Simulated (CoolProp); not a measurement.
Vapour-liquid equilibrium of cyclohexane (1) + ethylbenzene (2) at 359 kPa; x and y are mole fractions of (1).

The numbers come from the multi-fluid Helmholtz-energy mixture model, Zhou 2014 and Zhou 2012; pair parameters Bell 2016 in CoolProp.

**Question.** Give the bubble temperature and the first vapour's composition at x = 0.425, 0.5, 0.875. Is there an azeotrope?

**Answer.** x = 0.425: 153.4 °C, y = 0.721; x = 0.5: 149.2 °C, y = 0.776; x = 0.875: 133.7 °C, y = 0.955. No azeotrope shows between x = 0.05 and 0.95.

The pair parameters rest on a limited set of measurements; away from them the model extrapolates.
